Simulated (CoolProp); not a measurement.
Vapour-liquid equilibrium of m-xylene (1) + o-xylene (2) at 10.8 kPa; x and y are mole fractions of (1).

Computed with CoolProp (multi-fluid Helmholtz-energy mixture model, Zhou 2012 and Zhou 2012; pair parameters Bell 2016).

```
x      bubble temperature (°C)  y at the bubble point  dew temperature at overall composition x (°C)  liquid density (mol/L)
-----  -----------------------  ---------------------  ---------------------------------------------  ----------------------
0.05                      75.8                  0.058                                           75.8                   7.833
0.125                     75.4                  0.145                                           75.5                   7.824
0.2                       75.1                  0.230                                           75.2                   7.815
0.275                     74.7                  0.313                                           74.9                   7.805
0.35                      74.4                  0.393                                           74.6                   7.796
0.425                     74.0                  0.471                                           74.2                   7.787
0.5                       73.7                  0.547                                           73.9                   7.777
0.575                     73.3                  0.620                                           73.5                   7.768
0.65                      73.0                  0.691                                           73.2                   7.758
0.725                     72.7                  0.760                                           72.8                   7.749
0.8                       72.3                  0.827                                           72.5                   7.739
0.875                     72.0                  0.893                                           72.1                   7.730
0.95                      71.7                  0.957                                           71.8                   7.720
```

No azeotrope shows between x = 0.05 and 0.95.

The pair parameters rest on a limited set of measurements; away from them the model extrapolates.
